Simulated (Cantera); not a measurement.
Gas mixture: 100 % CH3OH, at 3.60 Torr, frozen composition.

Cantera's kinetic-theory transport with the Lennard-Jones parameters of GRI-Mech 3.0, ideal gas; thermal conductivity in the mixture-averaged form. Polar gases are described roughly by these parameters. The composition is frozen, though it would react at the higher temperatures.

D: mixture-averaged diffusion coefficient of that species in the mixture.

```json
[
 {"T (K)": "400", "ρ (kg/m³)": "0.00462", "cp (J/kg/K)": "1604", "μ (µPa s)": "___", "λ (mW/m/K)": "28.2", "Pr": "0.745", "D (cm²/s) CO2": "39.9", "D (cm²/s) H": "330", "D (cm²/s) C2H2": "43.0"},
 {"T (K)": "500", "ρ (kg/m³)": "0.00370", "cp (J/kg/K)": "1858", "μ (µPa s)": "___", "λ (mW/m/K)": "41.1", "Pr": "0.743", "D (cm²/s) CO2": "61.6", "D (cm²/s) H": "502", "D (cm²/s) C2H2": "66.0"},
 {"T (K)": "600", "ρ (kg/m³)": "0.00308", "cp (J/kg/K)": "2101", "μ (µPa s)": "___", "λ (mW/m/K)": "55.5", "Pr": "0.746", "D (cm²/s) CO2": "86.9", "D (cm²/s) H": "702", "D (cm²/s) C2H2": "92.9"},
 {"T (K)": "700", "ρ (kg/m³)": "0.00264", "cp (J/kg/K)": "2314", "μ (µPa s)": "___", "λ (mW/m/K)": "70.5", "Pr": "0.748", "D (cm²/s) CO2": "116", "D (cm²/s) H": "927", "D (cm²/s) C2H2": "123"},
 {"T (K)": "800", "ρ (kg/m³)": "0.00231", "cp (J/kg/K)": "2491", "μ (µPa s)": "___", "λ (mW/m/K)": "85.9", "Pr": "0.747", "D (cm²/s) CO2": "148", "D (cm²/s) H": "1180", "D (cm²/s) C2H2": "157"},
 {"T (K)": "900", "ρ (kg/m³)": "0.00206", "cp (J/kg/K)": "2643", "μ (µPa s)": "___", "λ (mW/m/K)": "101", "Pr": "0.746", "D (cm²/s) CO2": "183", "D (cm²/s) H": "1450", "D (cm²/s) C2H2": "194"},
 {"T (K)": "1000", "ρ (kg/m³)": "0.00185", "cp (J/kg/K)": "2798", "μ (µPa s)": "31.3", "λ (mW/m/K)": "117", "Pr": "0.751", "D (cm²/s) CO2": "221", "D (cm²/s) H": "1740", "D (cm²/s) C2H2": "234"},
 {"T (K)": "1100", "ρ (kg/m³)": "0.00168", "cp (J/kg/K)": "2922", "μ (µPa s)": "33.9", "λ (mW/m/K)": "132", "Pr": "0.751", "D (cm²/s) CO2": "261", "D (cm²/s) H": "2050", "D (cm²/s) C2H2": "277"},
 {"T (K)": "1200", "ρ (kg/m³)": "0.00154", "cp (J/kg/K)": "3031", "μ (µPa s)": "36.4", "λ (mW/m/K)": "147", "Pr": "0.752", "D (cm²/s) CO2": "304", "D (cm²/s) H": "2380", "D (cm²/s) C2H2": "322"}
]
```

Complete the blanks.


- 400, μ (µPa s): 13.1
- 500, μ (µPa s): 16.4
- 600, μ (µPa s): 19.7
- 700, μ (µPa s): 22.8
- 800, μ (µPa s): 25.8
- 900, μ (µPa s): 28.6
